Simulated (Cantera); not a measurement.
An adiabatic, constant-volume homogeneous reactor starts with CH₄ : O₂ : N₂ = 1 : 2.38 : 8.95 (molar parts), equivalence ratio 0.84, at 1450 K and 101000 Pa.

Cantera simulation using GRI-Mech 3.0 (53 species, 325 reactions); the numbers are that mechanism's predictions, not measurements.

Problem. Predict: time of steepest temperature rise; temperature at 1.00 s; equilibrium temperature; x(O₂) at 1.00 s; x(NO) at 1.00 s; x(H₂O₂) at 1.00 s; x(H₂O) at 1.00 s.

Solution. 
- time of steepest temperature rise: 1.73 ms
- temperature at 1.00 s: 2828 K
- equilibrium temperature: 2828 K
- x(O₂) at 1.00 s: 0.0356 (gas-phase equilibrium 0.0356)
- x(NO) at 1.00 s: 0.0148 (gas-phase equilibrium 0.0148)
- x(H₂O₂) at 1.00 s: 4.63e-7 (gas-phase equilibrium 4.63e-7)
- x(H₂O) at 1.00 s: 0.130 (gas-phase equilibrium 0.130)
